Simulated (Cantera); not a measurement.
Charge: 1 mol SiH4, 1.2 mol N2O, 6.5 mol N2, equilibrated at 877 °C and 0.580 bar.

Equilibrium computed with Cantera from the NASA thermochemical tables; the gas is ideal and each condensed phase is pure. Candidate condensed phases: H2O, Si, SiO2, Si2N2O, Si3N4; 35 gas species. Mutual solubility and eutectic melting of coexisting phases are not modelled. The tables hold silica as quartz up to 1696 K and as liquid above; real silica turns to tridymite and cristobalite and melts near 1996 K. Kinetics and transport are ignored.

Base state: N2 0.788, H2 0.212, H2O 4.69e-5, NH3 1.23e-5 (mole fractions); condensed: SiO2(β-quartz) + Si2N2O(s).

Task: What changes in the equilibrium state with this change: SiH4 replaced by HMDSO?

Result: 
| species | before | after |
|---|---|---|
| H2 | 0.212 | 0.550 |
| N2 | 0.788 | 0.439 |
| CO | 0 | 0.00669 |
| CH4 | 0 | 0.00411 |
| HCN | 0 | 2.05e-5 |
| NH3 | 1.23e-5 | 3.82e-5 |
| H2O | 4.69e-5 | 0.000100 |
| SiO2(β-quartz), mol | 0.466 | 0.727 |
| Si2N2O(s), mol | 0.267 | 0.636 |
| C(graphite), mol | 0 | 5.83 |
The feed counts by its element totals alone. Further candidate phases: C, C6H6, C7H8, C8H18, SiC.
